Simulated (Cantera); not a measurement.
Cantera run:

```python
import numpy as np
import cantera as ct

gas_names = """
    F F2 N NF NF2 NF3 N2 Si SiF SiF2 SiF3 SiF4 SiN Si2 Si2N Si3
""".split()
cond_names = """
    Si(cr) Si(L) Si3N4(a)
""".split()


def load(file, names, dense=False):
    # The tables refer to 1 bar. Condensed volumes are neglected.
    table = {s.name: s for s in ct.Species.list_from_file(file)}
    out = []
    for n in names:
        d = dict(table[n].input_data)
        d["thermo"] = dict(d["thermo"], **{"reference-pressure": 1e5})
        if dense:
            d["equation-of-state"] = {"model": "constant-volume", "density": "1e6 g/cm^3"}
        out.append(ct.Species.from_dict(d))
    return out


gas = ct.Solution(thermo="ideal-gas", species=load("nasa_gas.yaml", gas_names))
cond = {s.name: ct.Solution(thermo="fixed-stoichiometry", species=[s], name=s.name)
        for s in load("nasa_condensed.yaml", cond_names, dense=True)}
atoms = {
    'Si': {'Si': 1},
    'NF3': {'N': 1, 'F': 3},
}
top_T = {'Si3N4(a)': 2400}  # K; cautious upper limits of use, not melting points


def equilibrate(T, P, feed):
    n = {}
    for name, mol in feed.items():
        for a, k in atoms[name].items():
            n[a] = n.get(a, 0.0) + k * mol
    gas.TPX = T, P, n
    mass = sum(n.values()) * gas.mean_molecular_weight
    gas.equilibrate("TP")
    valid = [c for c in cond.values() if c.min_temp <= T <= top_T.get(c.name, c.max_temp)]
    mix = ct.Mixture([(gas, mass / gas.mean_molecular_weight)] + [(c, 0.0) for c in valid])
    mix.T, mix.P = T, P
    mix.equilibrate("TP", solver="vcs", rtol=1e-11, max_steps=5000)
    return mix


results = []
feed = {'Si': 1, 'NF3': 4.1}  # mol
T = 550  # K
for P in [1, 6.8, 46, 320, 2200, 15000, 100000]:
    mix = equilibrate(T, P, feed)
    results.append((T, P, feed, dict(zip(mix.species_names, mix.species_moles))))

top = {s: max(r[3][s] / sum(r[3][g] for g in gas_names) for r in results) for s in gas_names}
cols = sorted((s for s in top if top[s] > 0.0001), key=lambda s: -top[s])[:8]
seen = [c for c in cond_names if any(r[3].get(c, 0) > 1e-12 for r in results)]
print("log10 of partial pressures in bar; condensed amounts in mol")
print(f"{'P/Pa':>10s}" + "".join(f"{s[:9]:>10s}" for s in cols + seen))
for T, P, feed, n in results:
    ng = sum(n[g] for g in gas_names)
    print(f"{P:10.4g}" + "".join(f"{np.log10(max(n[s] / ng * P / 1e5, 1e-99)):10.3f}" for s in cols)
          + "".join(f"{n.get(c, 0):10.4g}" for c in seen))
```

Output:

```
log10 of partial pressures in bar; condensed amounts in mol
      P/Pa       NF3        F2        N2      SiF4         F
         1    -5.710    -5.407    -5.616    -5.781    -7.196
       6.8    -4.551    -4.881    -4.876    -4.875    -6.933
        46    -3.598    -4.499    -4.116    -4.005    -6.742
       320    -2.715    -4.182    -3.304    -3.148    -6.584
      2200    -1.867    -3.892    -2.476    -2.306    -6.439
   1.5e+04    -1.030    -3.611    -1.646    -1.471    -6.298
     1e+05    -0.205    -3.335    -0.823    -0.647    -6.160
```

Cantera equilibrium calculation (NASA polynomials, part measured and part estimated; ideal gas, pure solids and liquids).
